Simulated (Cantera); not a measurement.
Cantera run:

```python
import numpy as np
import cantera as ct

gas_names = """
    Cu CuO Cu2 H HNO HNO2 HNO3 HO2 H2 H2O H2O2 N NH NH2 NH3 NH2OH NO NO2 NO3 N2 N2H2 N2H4 N2O O OH O2 O3
""".split()
cond_names = """
    Cu(cr) Cu(L) CuO(s) CuO2H2(s) Cu2O(s) Cu2O(L) H2O(s) H2O(L)
""".split()


# ... load() reads the species with a 1 bar reference pressure and builds the phases ...
atoms = {
    'Cu2O': {'Cu': 2, 'O': 1},
    'H2': {'H': 2},
    'N2': {'N': 2},
}
top_T = {'CuO(s)': 1390}  # K; cautious upper limits of use, not melting points


# ... equilibrate(T, P, feed) seeds the gas with the atoms and calls Mixture.equilibrate('TP', solver="vcs", rtol=1e-11, max_steps=5000) ...
results = []
feed = {'Cu2O': 1, 'H2': 0.54, 'N2': 0.9}  # mol
P = 120  # Pa
for T in [1175, 1275, 1375, 1475, 1575, 1675, 1775, 1875]:
    mix = equilibrate(T, P, feed)
    results.append((T, P, feed, dict(zip(mix.species_names, mix.species_moles))))

top = {s: max(r[3][s] / sum(r[3][g] for g in gas_names) for r in results) for s in gas_names}
cols = sorted((s for s in top if top[s] > 1e-06), key=lambda s: -top[s])[:7]
seen = [c for c in cond_names if any(r[3].get(c, 0) > 1e-12 for r in results)]
print("log10 of partial pressures in bar; condensed amounts in mol")
print(f"{'T/K':>10s}" + "".join(f"{s[:9]:>10s}" for s in cols + seen))
for T, P, feed, n in results:
    ng = sum(n[g] for g in gas_names)
    print(f"{T:10.4g}" + "".join(f"{np.log10(max(n[s] / ng * P / 1e5, 1e-99)):10.3f}" for s in cols)
          + "".join(f"{n.get(c, 0):10.4g}" for c in seen))
```

Output:

```
log10 of partial pressures in bar; condensed amounts in mol
       T/K        N2        Cu       H2O        O2        OH        H2         O    Cu(cr)     Cu(L)   Cu2O(s)
      1175    -3.125    -8.218    -3.347    -7.379    -8.523    -7.784   -11.525      1.08         0    0.4599
      1275    -3.125    -7.063    -3.347    -6.220    -7.666    -7.495   -10.062     1.083         0    0.4586
      1375    -3.128    -6.085    -3.349    -5.209    -6.930    -7.259    -8.801         0     1.109    0.4449
      1475    -3.149    -5.271    -3.371    -4.226    -6.275    -7.129    -7.655         0     1.377    0.3081
      1575    -3.200    -4.563    -3.422    -3.795    -5.827    -6.833    -6.868         0     1.961         0
      1675    -3.234    -3.942    -3.458    -3.831    -5.531    -6.354    -6.382         0     1.823         0
      1775    -3.370    -3.394    -3.597    -3.971    -5.350    -5.983    -6.004         0     1.145         0
      1875    -3.534    -3.187    -3.768    -4.140    -5.222    -5.676    -5.689         0         0         0
```

Method: chemical equilibrium by Gibbs-energy minimisation in Cantera with the NASA 1993 tables (ideal gas, pure condensed phases). Mutual solubility and eutectic melting of coexisting phases are not modelled.
